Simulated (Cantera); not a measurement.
Charge: 1 mol SiCl₄, 2.3 mol Cl₂, 14 mol H₂, held at 1325 K and 1.30 bar.

Method: chemical equilibrium by Gibbs-energy minimisation in Cantera with the NASA 1993 tables (ideal gas, pure condensed phases). Candidate condensed phases: Si; 19 gas species. The tables' values for SiCl₃ are old estimates; treat these amounts as uncertain. The numbers say what is thermodynamically allowed, not how fast it happens.

Base state: H₂ 0.667, HCl 0.276, SiCl₄ 0.0483, SiHCl₃ 0.00598, SiCl₃ 0.00257, SiCl₂ 0.000745, SiH₂Cl₂ 0.000106 (mole fractions); condensed: gas only.

### Question
What changes in the equilibrium state with this change: temperature from 1325 K to 550 K?

### Answer
```tsv
species	before	after
H₂	0.667	0.676
HCl	0.276	0.266
SiCl₄	0.0483	0.0578
SiCl₃	0.00257	<1e-9
SiCl₂	0.000745	<1e-9
SiH₂Cl₂	0.000106	<1e-9
SiHCl₃	0.00598	1.11e-6
```
